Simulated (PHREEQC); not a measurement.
A solution holds 5.7 mmol/kgw NaHCO3, 7.6 mmol/kgw KOH and 170 mmol/kgw LiCl, at 60 °C and 10 atm. Closed to the air; pH follows from the charge balance.

Equilibrium calculation in PHREEQC: ion-association model, phreeqc.dat.

| quantity | before | after |
|---|---|---|
| pH | 10.33 | 7.89 |
| ionic strength (mol/kgw) | 0.187 | 0.176 |
| Na+ (mol/kgw) | 0.00514 | 0.00568 |
| HCO3- (mol/kgw) | 0.00106 | 0.00551 |
| NaHCO3 (mol/kgw) | 1.34e-6 | 7.82e-6 |
| CO2 (mol/kgw) | 6.80e-8 | 9.84e-5 |

Problem. Name the change that produced these shifts.
A) LiCl from 0.17 to 0.017 mol/kgw
B) KOH left out
C) KOH replaced by KHSO4 at the same molality
D) LiCl left out
E) NaHCO3 replaced by Na2CO3 at the same molality

Solution. B, KOH left out

No solid was allowed to form. At this temperature some constants are extrapolated from 25 °C, and those without enthalpy data are left unchanged.
